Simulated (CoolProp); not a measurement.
A single-stage vapour-compression cycle with the fluid: evaporating at 237.15 K (dew point), condensing at 265.15 K (bubble point), superheat 10 K, subcooling 2 K, compressor efficiency 0.9, no pressure losses. The same conditions are run with several fluids, on thermodynamics alone (safety and materials aside).

Values from CoolProp's reference Helmholtz-energy equation of state of each fluid (chlorine: Thol 2021; R407C: Lemmon 2003; R134a: Tillner-Roth 1994; R13: Platzer 1990; cis-2-butene: Lemmon 2005; R236FA: Pan 2012). The equations of Platzer and Polt are older, rougher fits. Blends and air are pseudo-pure fits.

| fluid | cooling COP | pressure ratio | discharge temperature (K) | refrigerating effect (kJ/kg) | volumetric capacity (kJ/m³) |
|---|---|---|---|---|---|
| chlorine | 6.67 | 3.03 | 333.9 | 268 | 875 |
| R407C | 5.38 | 4.15 | 302.8 | 212 | 962 |
| R134a | 6.91 | 3.45 | 287.1 | 197 | 633 |
| R13 | 6.22 | 2.31 | 285.5 | 102 | 4120 |
| cis-2-butene | 7.01 | 3.84 | 292.2 | 409 | 186 |
| R236FA | 6.95 | 4.13 | 277.7 | 153 | 213 |
